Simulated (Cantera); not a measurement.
An isothermal, constant-pressure homogeneous reactor starts with 58.1 % NH₃, 41.9 % H₂, at 2150 K and 0.326 atm.

Cantera simulation using the gas-phase N/H chemistry of the illustrative SiF4/NH3 mechanism in the Surface Chemkin manual (1991); the numbers are that mechanism's predictions, not measurements. Walls and surfaces, which speed up NH3 decomposition in real reactors, are not modelled.

One state of this run: x NH₃ = 0.251; x H₂ = 0.643; x N₂H₂ = 2.60e-6; x N₂H₄ = 4.68e-8; x H = 0.000818; x NH = 3.08e-5; x N = 2.47e-6. x: mole fraction; the columns are a selection and need not sum to one.

**Question.** Which value of t (s) does it belong to?
(A) 10.5
(B) 0.155
(C) 0.0188
(D) 3.65

**Answer.** C, 0.0188
